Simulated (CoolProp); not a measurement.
n-nonane along the isotherm 600 K: Z from the reference equation and from simpler models built on Tc = 594.5 K, pc = 2.282 MPa, ω = 0.443; each cubic takes its own stable root.

The numbers come from the reference Helmholtz-energy equation of state, Lemmon 2006 in CoolProp. It is a short technical equation, of lower accuracy than the large ones.

```csv
p (MPa),phase,reference
1.43,gas,0.7388
2.85,supercritical,0.2110
4.28,supercritical,0.2725
5.7,supercritical,0.3424
7.13,supercritical,0.4124
8.56,supercritical,0.4814
9.98,supercritical,0.5488
11.4,supercritical,0.6152
```

Q: How far does each simpler model (van der Waals, Redlich-Kwong, Soave-Redlich-Kwong, Peng-Robinson) lie from the reference over these 8 states: mean and median of the absolute difference, and the worst?

A: 
- van der Waals: mean 43.1 %, median 47.7 %, worst +51.4 % at 600 K and 2.85 MPa
- Redlich-Kwong: mean 17.9 %, median 17.9 %, worst +29.9 % at 600 K and 2.85 MPa
- Soave-Redlich-Kwong: mean 18.8 %, median 18.4 %, worst +33.1 % at 600 K and 2.85 MPa
- Peng-Robinson: mean 8.2 %, median 6.5 %, worst +21.1 % at 600 K and 2.85 MPa
